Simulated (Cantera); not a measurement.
Feed: 1 mol BF3, 1.5 mol O2, 16 mol N2, held at 1900 K and 0.0880 bar.

Cantera equilibrium calculation (NASA polynomials, part measured and part estimated; ideal gas, pure solids and liquids). Candidate condensed phases: B, BN, B2O3; 31 gas species. Kinetics and transport are ignored.

Base state: N2 0.862, O2 0.0787, BF3 0.0533, NO 0.00367, F 0.00131, BOF 0.000649, O 0.000282, BOF2 1.49e-5 (mole fractions); condensed: gas only.

**Question.** What changes in the equilibrium state with this change: pressure from 0.0880 bar to 0.150 bar?

**Answer.** 
```
species    before     after
-------  --------  --------
N2          0.862     0.862
O2         0.0787    0.0788
BF3        0.0533    0.0535
F         0.00131   0.00101
BOF      0.000649  0.000497
O        0.000282  0.000216
```

**Question.** What changes in the equilibrium state with this change: 0.22 mol NH3 added?

**Answer.** 
```tsv
species	before	after
N2	0.862	0.841
O2	0.0787	0.0680
BF3	0.0533	0.0350
HF	0	0.0345
BOF	0.000649	0.0173
OH	0	1.63e-5
F	0.00131	0.000199
BOF2	1.49e-5	6.01e-5
```
Further candidate phases: B3O3H3, H2O.
